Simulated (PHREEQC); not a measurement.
A solution holds 41 mmol/kgw Cu(BF4)2, 64 mmol/kgw HCl and 1.1 mmol/kgw NaCl, at 20 °C. Closed to the air; pH follows from the charge balance.

Computed with PHREEQC (ion-association model, wateq4f.dat).

```tsv
quantity	before	after
pH	1.30	2.27
HF (mol/kgw)	0.0112	0.00456
H2F2 (mol/kgw)	0.000405	6.50e-5
F- (mol/kgw)	0.000238	0.000717
HF2- (mol/kgw)	1.02e-5	1.21e-5
```

Task: Name the change that produced these shifts.
(A) HCl from 0.064 to 0.64 mol/kgw
(B) Cu(BF4)2 replaced by NaF at the same molality
(C) Cu(BF4)2 replaced by HBF4 at the same molality
(D) NaCl left out
(E) diluted 10-fold with water

Result: E, diluted 10-fold with water

Precipitation was switched off in this run. Real BF4- forms and hydrolyses slowly; the run takes it at equilibrium.
